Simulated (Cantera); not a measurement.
Feed: 1 mol SiH2Cl2, 4.8 mol N2, held at 925 K and 1.00 bar.

Method: chemical equilibrium by Gibbs-energy minimisation in Cantera with the NASA 1993 tables (ideal gas, pure condensed phases). Candidate condensed phases: NH4Cl, Si, Si3N4; 28 gas species. N2 is the only nitrogen source here; it is nearly inert below about 1500 K, so the nitride shown seldom forms there in practice. Equilibrium is a limit: real reactors are often held back by kinetics, nucleation or transport.

Base state: N2 0.713, HCl 0.158, H2 0.0865, SiCl4 0.0432, SiHCl3 8.61e-5, NH3 2.14e-5 (mole fractions); condensed: Si3N4(s).

Task: What changes in the equilibrium state with this change: SiH2Cl2 replaced by SiHCl3?

Result: 
```tsv
species	before	after
N2	0.713	0.762
HCl	0.158	0.112
SiCl4	0.0432	0.0983
H2	0.0865	0.0282
NH3	2.14e-5	4.12e-6
SiHCl3	8.61e-5	9.01e-5
Si3N4(s), mol	0.246	0.139
```

Task: What changes in the equilibrium state with this change: N2 from 4.8 to 57 mol?

Result: 
```json
[
 {"species": "N2", "before": "0.713", "after": "0.969"},
 {"species": "HCl", "before": "0.158", "after": "0.0224"},
 {"species": "H2", "before": "0.0865", "after": "0.00598"},
 {"species": "SiCl4", "before": "0.0432", "after": "0.00299"},
 {"species": "NH3", "before": "2.14e-5", "after": "4.52e-7"},
 {"species": "SiHCl3", "before": "8.61e-5", "after": "2.90e-6"},
 {"species": "Si3N4(s), mol", "before": "0.246", "after": "0.275"}
]
```
